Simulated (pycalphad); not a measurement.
All values are pycalphad results on the COST 507 light-alloy database (1999) (1 atm), not direct measurements. The database dates from 1999; later assessments differ in places, in temperatures and in the compounds included. Phase fractions are per mole of atoms. Kinetics are ignored, which matters at the lower temperatures.

Q: Give the equilibrium state of Ti-0.84Hf-8.43B (at.%) at 1302 °C.

A: bcc, fraction 0.835, with 0.99 Hf, 0.19 B at.%; BM, fraction 0.165, with 0.08 Hf, 50.0 B at.%.

Q: Give the equilibrium state of Ti-0.84Hf-8.43B (at.%) at 552 °C.

A: hcp, fraction 0.832, with 1.0 Hf, 0.06 B at.%; BM, fraction 0.168, with 0.04 Hf, 50.0 B at.%.

Database names, with the compositions (at.%) that they take in these runs: BM: Ti 50 B 50.
